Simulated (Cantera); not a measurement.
Feed: 1 mol Si₃N₄, 0.0081 mol Si, 0.25 mol N₂, 0.33 mol C, equilibrated at 4.88 Torr.

Equilibrium computed with Cantera from the NASA thermochemical tables; the gas is ideal and each condensed phase is pure. Candidate condensed phases: C, Si, SiC, Si₃N₄; 32 gas species. Ions and electrons are included (thermal ionisation). The tables' values for SiN are old estimates; treat these amounts as uncertain. Kinetics and transport are ignored. All values below are at 3750 K.

Base state: Si 0.540, N₂ 0.395, C 0.0415, CN 0.0142, N 0.00524, C₂ 0.00102, SiN 0.000803, Si+ 0.000576 (mole fractions); condensed: gas only.

Q: What changes in the equilibrium state with this change: C from 0.33 to 0.41 mol?

A: 
```
species    before     after
-------  --------  --------
Si          0.540     0.533
N₂          0.395     0.389
C          0.0415    0.0504
CN         0.0142    0.0171
C₃       0.000156  0.000279
C₂        0.00102   0.00151
SiC₂     0.000453  0.000658
SiC      0.000284  0.000340
Si₂C      9.64e-6   1.14e-5
```
